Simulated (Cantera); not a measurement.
Mixture: CO : H2 : O2 : N2 = 1 : 1.4 : 0.923 : 6.37 (molar parts), equivalence ratio 1.3, at 0.690 bar, adiabatic and at constant pressure. Ignition delay is the time to a rise of 400 K.

Computed with Cantera and GRI-Mech 3.0 (53 species, 325 reactions). Where the delays flatten at high temperature, the 400 K rule measures the pace of heat release, not the induction time.

Problem. What does this change do: constant volume in place of constant pressure?

Solution. 
```json
[
 {"quantity": "delay at 1125 K", "before": "0.182 ms", "after": "0.167 ms"},
 {"quantity": "delay at 1225 K", "before": "0.117 ms", "after": "0.102 ms"},
 {"quantity": "delay at 1325 K", "before": "90.1 µs", "after": "73.3 µs"},
 {"quantity": "delay at 1425 K", "before": "79.8 µs", "after": "59.9 µs"},
 {"quantity": "delay at 1525 K", "before": "78.8 µs", "after": "54.8 µs"}
]
```

Problem. What does this change do: pressure from 0.690 bar to 1.00 bar?

Solution. 
```
quantity           before     after
---------------  --------  --------
delay at 1125 K  0.182 ms  0.127 ms
delay at 1225 K  0.117 ms   76.7 µs
delay at 1325 K   90.1 µs   55.9 µs
delay at 1425 K   79.8 µs   46.8 µs
delay at 1525 K   78.8 µs   43.7 µs
```
